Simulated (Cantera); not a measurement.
## NO annealing gas

An isothermal, constant-pressure homogeneous reactor starts with 51.3 % NO, 48.7 % N2, at 1998 K and 0.0140 bar.

Computed with Cantera and GRI-Mech 3.0 (53 species, 325 reactions). Radical loss at walls, strong at low pressure, is not modelled.

```
t (s)      x NO      x O2     x N2O       x O     x NO2   x N2
--------  -----  --------  --------  --------  --------  -----
6.00e-5   0.513  8.18e-11   2.53e-7   2.53e-7  6.49e-11  0.487
0.000138  0.513  4.34e-10   5.81e-7   5.83e-7  3.42e-10  0.487
0.000318  0.513   2.31e-9   1.33e-6   1.34e-6   1.80e-9  0.487
0.000731  0.513   1.23e-8   3.04e-6   3.11e-6   9.26e-9  0.487
0.00168   0.513   6.55e-8   6.89e-6   7.24e-6   4.63e-8  0.487
0.00387   0.513   3.55e-7   1.53e-5   1.71e-5   2.17e-7  0.487
0.00891   0.513   1.99e-6   3.23e-5   4.17e-5   8.90e-7  0.487
0.0205    0.513   1.20e-5   6.15e-5  0.000106   2.95e-6  0.487
0.0472    0.512   7.71e-5   9.39e-5  0.000263   7.16e-6  0.487
0.109     0.511  0.000449  0.000102  0.000525   1.18e-5  0.488
0.250     0.508   0.00186   9.30e-5  0.000712   1.49e-5  0.489
0.575     0.500   0.00560   8.70e-5  0.000810   1.87e-5  0.493
1.32      0.482    0.0149   7.64e-5  0.000979   2.56e-5  0.502
3.04      0.434    0.0384   5.66e-5   0.00130   3.61e-5  0.526
7.00      0.324    0.0935   2.74e-5   0.00182   4.28e-5  0.581
```
x: mole fraction; the columns are a selection and need not sum to one.

Equilibrium at this temperature and pressure: NO 0.00809, O2 0.251, N2O 5.21e-8, O 0.00280, NO2 1.81e-6, N2 0.739 (gas phase only).
